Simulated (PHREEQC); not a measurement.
Consider water at 11 °C with 0.0017 mol/kgw NaHCO3 and 0.00024 mol/kgw Na2SO4. Closed to the air; pH follows from the charge balance.

All values are PHREEQC results (ion-association model, phreeqc.dat), not measurements.

Each row changes one thing in this solution. This is a speciation only: nothing precipitates in the calculation.

```csv
case,pH,ionic strength (mol/kgw),NaSO4- (mol/kgw)
as made,8.40,0.00243,1.92e-6
temperature from 11 to 15 °C,8.36,0.00243,___
0.001 mol/kgw Li2SO4 added,8.39,0.00540,8.95e-6
2.9e-05 mol/kgw HBr added,8.08,0.00242,1.92e-6
Na2SO4 from 0.00024 to 0.0024 mol/kgw,8.37,0.00882,___
NaHCO3 replaced by Na2HPO4 at the same molality,___,0.00579,___
NaHCO3 from 0.0017 to 0.00085 mol/kgw,8.40,0.00158,1.22e-6
NaHCO3 from 0.0017 to 0.00034 mol/kgw,8.38,0.00106,7.76e-7
```

### Question
Some entries are withheld; supply them.

### Answer

- temperature from 11 to 15 °C, NaSO4- (mol/kgw): 1.97e-6
- Na2SO4 from 0.00024 to 0.0024 mol/kgw, NaSO4- (mol/kgw): 4.75e-5
- NaHCO3 replaced by Na2HPO4 at the same molality, pH: 9.37
- NaHCO3 replaced by Na2HPO4 at the same molality, NaSO4- (mol/kgw): 3.06e-6

Away from 25 °C the constants follow the database's enthalpies or fits; those with neither stay at their 25 °C values.
